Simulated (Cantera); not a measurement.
# Catalytic combustion on Pt

An isothermal plug-flow reactor at 750 K and 760 Torr (inlet), inlet velocity 1.8 m/s, active area per volume 5400 1/m; feed H₂ : O₂ : N₂ : H₂O = 0.021 : 0.15 : 0.79 : 0.021 (molar parts).

Model: Deutschmann's 1995 Pt surface mechanism with GRI-Mech 3.0 gas chemistry, integrated in Cantera. Catalytic surfaces can have several steady states; this one follows from the mechanism file's or the stated starting coverage. Mass transfer to the wall is taken as infinitely fast.

| z (m) | x H₂ | x O₂ | x H₂O | θ free Pt | θ O* | θ OH* |
|---|---|---|---|---|---|---|
| 0.00012 | 0.00504 | 0.146 | 0.0381 | 0.0662 | 0.927 | 0.00709 |
| 0.00026 | 0.00255 | 0.145 | 0.0406 | 0.0374 | 0.957 | 0.00551 |
| 0.00056 | 0.00109 | 0.144 | 0.0421 | 0.0230 | 0.973 | 0.00440 |
| 0.0012 | 0.000320 | 0.144 | 0.0429 | 0.0170 | 0.979 | 0.00382 |
| 0.0026 | 3.49e-5 | 0.144 | 0.0432 | 0.0152 | 0.981 | 0.00362 |
| 0.0056 | 3.76e-7 | 0.144 | 0.0432 | 0.0150 | 0.981 | 0.00360 |
| 0.012 | 2.47e-11 | 0.144 | 0.0432 | 0.0150 | 0.981 | 0.00360 |
x: gas mole fraction; θ: surface coverage.
